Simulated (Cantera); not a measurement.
## Premixed flame

A freely propagating, adiabatic, planar premixed flame of 44.2 % H₂, 11.6 % O₂, 44.2 % N₂, unburnt at 325 K and 0.280 bar; unity-Lewis-number transport, grid criteria slope 0.08 and curve 0.16, no radiation.

Computed with Cantera and the H2/O2 subset of GRI-Mech 3.0, which has no nitrogen chemistry. Unity Lewis numbers drop preferential diffusion, which matters most where H2 and H carry the flame. Burning velocities carry a grid error of a few per cent, more on coarse grids.

```csv
z (mm),T (K),u (m/s),x H₂,x O₂,x H,x H₂O₂,x O,x HO₂
-4.99,325,1.76,0.442,0.116,<1e-8,<1e-8,<1e-8,<1e-8
-3.33,325,1.76,0.442,0.116,<1e-8,<1e-8,<1e-8,1.36e-8
-2.50,325,1.76,0.442,0.116,<1e-8,2.72e-8,<1e-8,1.32e-7
-1.66,326,1.77,0.442,0.116,<1e-8,3.10e-7,3.16e-8,1.52e-6
-0.832,378,2.05,0.437,0.113,1.08e-5,1.19e-5,5.01e-6,9.31e-5
-0.416,678,3.60,0.400,0.0940,0.00536,9.48e-6,0.000195,7.52e-5
0,1090,5.65,0.290,0.0469,0.0507,4.16e-7,0.00203,1.95e-5
0.416,1333,6.81,0.200,0.0103,0.0945,2.83e-7,0.00243,3.63e-6
0.832,1449,7.34,0.184,0.00211,0.0964,2.48e-7,0.00168,6.73e-7
1.66,1568,7.87,0.191,0.000809,0.0812,1.96e-7,0.00133,2.37e-7
3.33,1690,8.40,0.201,0.000546,0.0631,1.21e-7,0.000984,1.51e-7
6.66,1804,8.88,0.211,0.000328,0.0461,6.40e-8,0.000620,9.13e-8
13.3,1902,9.29,0.219,0.000169,0.0317,3.11e-8,0.000330,5.10e-8
```
x: mole fraction of selected species; z is measured from the peak of heat release.

```json
{
  "laminar_burning_velocity": "176 cm/s",
  "thermal_thickness": "1.66 mm",
  "peak x(H)": "0.0984",
  "peak x(H₂O₂)": "1.63e-5",
  "peak x(O)": "0.00273",
  "peak x(HO₂)": "0.000148"
}
```
